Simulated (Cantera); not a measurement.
Ammonia decomposition in nitride growth gas

A perfectly stirred reactor is fed with 41.7 % NH₃, 58.3 % N₂, at 9.00 Torr; it is held at 2225 K, and followed from long to short residence time.

Model: the gas-phase N/H chemistry of the illustrative SiF4/NH3 mechanism in the Surface Chemkin manual (1991), integrated in Cantera. Walls and surfaces, which speed up NH3 decomposition in real reactors, are not modelled.

| τ (s) | x NH₃ | x N₂H₂ | x H | x N | x N₂H₄ | x N₂ |
|---|---|---|---|---|---|---|
| 2.7 | 0.0277 | 4.60e-7 | 0.00163 | 6.66e-6 | 1.26e-10 | 0.560 |
| 1.2 | 0.0560 | 1.04e-6 | 0.00123 | 6.93e-6 | 3.42e-10 | 0.562 |
| 0.58 | 0.0978 | 2.05e-6 | 0.000937 | 7.08e-6 | 7.69e-10 | 0.564 |
| 0.27 | 0.161 | 3.79e-6 | 0.000663 | 6.90e-6 | 1.61e-9 | 0.568 |
| 0.12 | 0.241 | 6.31e-6 | 0.000420 | 6.09e-6 | 3.05e-9 | 0.572 |
| 0.058 | 0.308 | 8.56e-6 | 0.000256 | 4.69e-6 | 4.73e-9 | 0.576 |
| 0.027 | 0.359 | 1.01e-5 | 0.000140 | 2.83e-6 | 6.60e-9 | 0.579 |
| 0.012 | 0.391 | 9.84e-6 | 6.57e-5 | 1.22e-6 | 7.88e-9 | 0.581 |
| 0.0058 | 0.405 | 7.68e-6 | 2.89e-5 | 4.51e-7 | 7.18e-9 | 0.582 |
| 0.0027 | 0.412 | 3.97e-6 | 1.04e-5 | 1.30e-7 | 4.20e-9 | 0.583 |
x: mole fraction; the columns are a selection and need not sum to one.
